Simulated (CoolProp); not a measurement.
Vapour-liquid equilibrium of isobutene (1) + n-butane (2) at -25.65 °C; x and y are mole fractions of (1).

The numbers come from the multi-fluid Helmholtz-energy mixture model, Lemmon 2005 and Bücker 2006; pair parameters Bell 2016 in CoolProp.

Q: Give the bubble pressure and the first vapour's composition at x = 0.15, 0.25, 0.85. Is there an azeotrope?

A: x = 0.15: 0.03689 MPa, y = 0.195; x = 0.25: 0.03814 MPa, y = 0.310; x = 0.85: 0.04443 MPa, y = 0.877. No azeotrope shows between x = 0.05 and 0.95.

The pair parameters rest on a limited set of measurements; away from them the model extrapolates.
